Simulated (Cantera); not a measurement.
An adiabatic, constant-pressure homogeneous reactor starts with H₂ : O₂ : N₂ = 1 : 0.333 : 1.25 (molar parts), equivalence ratio 1.5, at 975 K and 760 Torr. Integrator tolerance rtol = 1e-08.

Computed with Cantera and the H2/O2 subset of GRI-Mech 3.0, which has no nitrogen chemistry.

```tsv
quantity	before	after
time of steepest temperature rise	0.911 ms	95.6 µs
temperature at 1.00 s	2654 K	2711 K
equilibrium temperature	2654 K	2711 K
x(H₂) at 1.00 s	0.143 (gas-phase equilibrium 0.143)	0.143 (gas-phase equilibrium 0.143)
x(O₂) at 1.00 s	0.000557 (gas-phase equilibrium 0.000557)	0.000871 (gas-phase equilibrium 0.000871)
x(O) at 1.00 s	0.000700 (gas-phase equilibrium 0.000700)	0.00112 (gas-phase equilibrium 0.00112)
x(HO₂) at 1.00 s	4.10e-7 (gas-phase equilibrium 4.10e-7)	6.46e-7 (gas-phase equilibrium 6.46e-7)
x(H) at 1.00 s	0.0181 (gas-phase equilibrium 0.0181)	0.0224 (gas-phase equilibrium 0.0224)
x(H₂O₂) at 1.00 s	6.44e-8 (gas-phase equilibrium 6.44e-8)	8.80e-8 (gas-phase equilibrium 8.80e-8)
```

Problem. What was changed between the two runs?
A) pressure from 760 Torr to 3150 Torr
B) initial temperature 975 to 1098 K
C) initial temperature 975 to 1400 K
D) constant volume in place of constant pressure

Solution. B, initial temperature 975 to 1098 K
